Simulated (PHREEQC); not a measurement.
Consider water at 20 °C with 0.0042 mol/kgw CuSO4, 6.2e-05 mol/kgw HBF4 and 9.5e-05 mol/kgw FeCl3. Closed to the air; pH follows from the charge balance.

The numbers come from PHREEQC with the ion-association model, phreeqc.dat.

```json
{
  "pH": "3.73",
  "ionic_strength": "0.0136 mol/kgw",
  "specific_conductance": "759 µS/cm",
  "total_alkalinity": "-0.438 meq/kg"
}
```

| species | molality | activity | log γ |
|---|---|---|---|
| Cu+2 | 0.00332 | 0.00214 | -0.192 |
| SO4-2 | 0.00329 | 0.00208 | -0.199 |
| CuSO4 | 0.000873 | 0.000875 | 0.001 |
| Cl- | 0.000284 | 0.000252 | -0.052 |
| H+ | 0.000208 | 0.000188 | -0.044 |
| F- | 8.54e-5 | 7.57e-5 | -0.052 |
| H3BO3 | 6.20e-5 | 6.22e-5 | 0.001 |
| FeF2+ | 4.98e-5 | 4.44e-5 | -0.050 |
| HSO4- | 3.83e-5 | 3.41e-5 | -0.051 |
| FeF+2 | 2.47e-5 | 1.57e-5 | -0.198 |
| HF | 1.94e-5 | 1.95e-5 | 0.001 |

This is a speciation only: nothing precipitates in the calculation. The solution is supersaturated, for example in Hematite (slow to form), Goethite (slow to form), so a real one may precipitate; this is no full list. Real BF4- forms and hydrolyses slowly; the run takes it at equilibrium. Fluoro complexes past AlF4- and FeF3 are missing from the database.
